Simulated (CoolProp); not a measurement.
Computed with CoolProp (reference Helmholtz-energy equation of state, Schmidt 1985).

Question: For oxygen, give the phase and the cp (kJ/(kg K)), Joule-Thomson coefficient (K/MPa), Prandtl number at -43.95 °C and 0.214 MPa; -43.95 °C and 0.487 MPa.

Answer: 
- -43.95 °C and 0.214 MPa: gas; cp 0.918, Joule-Thomson coefficient 4.34, Prandtl number 0.731
- -43.95 °C and 0.487 MPa: gas; cp 0.926, Joule-Thomson coefficient 4.33, Prandtl number 0.735

Viscosity comes from a separate model (Lemmon 2004). Thermal conductivity comes from a separate model (Lemmon 2004).
